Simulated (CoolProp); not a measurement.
Properties of R113 along the isotherm 422.3 K.

Computed with CoolProp (reference Helmholtz-energy equation of state, Marx 1992).

```csv
p (kPa),phase,cp (kJ/(kg K)),cv (kJ/(kg K)),expansivity (1/kK)
5.36,gas,0.7578,0.7133,2.374
8.67,gas,0.7580,0.7133,2.378
14,gas,0.7582,0.7134,2.385
22.6,gas,[?],0.7136,2.395
36.5,gas,[?],0.7138,2.412
59,gas,0.7604,0.7142,2.441
95.4,gas,0.7623,0.7148,2.488
154,gas,0.7654,0.7159,2.567
249,gas,0.7711,0.7178,2.708
402,gas,0.7817,0.7213,2.970
650,gas,0.8047,0.7286,[?]
1050,gas,0.8716,0.7475,5.105
1700,liquid,1.103,0.7708,[?]
```

What belongs in the gaps?


- 22.6, cp (kJ/(kg K)): 0.7586
- 36.5, cp (kJ/(kg K)): 0.7593
- 650, expansivity (1/kK): 3.526
- 1700, expansivity (1/kK): 3.312
